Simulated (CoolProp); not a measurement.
Values from CoolProp's reference Helmholtz-energy equation of state, Lemmon 2006. It is a short technical equation, of lower accuracy than the large ones.

**Question.** For C2F6 (R116), give the phase and the density (kg/m³), cp (kJ/(kg K)), cv (kJ/(kg K)), isothermal compressibility (1/MPa) at 30.65 °C and 1.2 MPa; 30.65 °C and 1.41 MPa; 30.65 °C and 1.52 MPa.

**Answer.** 
- 30.65 °C and 1.2 MPa: gas; density 75.1, cp 0.853, cv 0.739, isothermal compressibility 0.968
- 30.65 °C and 1.41 MPa: gas; density 90.9, cp 0.873, cv 0.743, isothermal compressibility 0.854
- 30.65 °C and 1.52 MPa: gas; density 99.6, cp 0.885, cv 0.745, isothermal compressibility 0.809
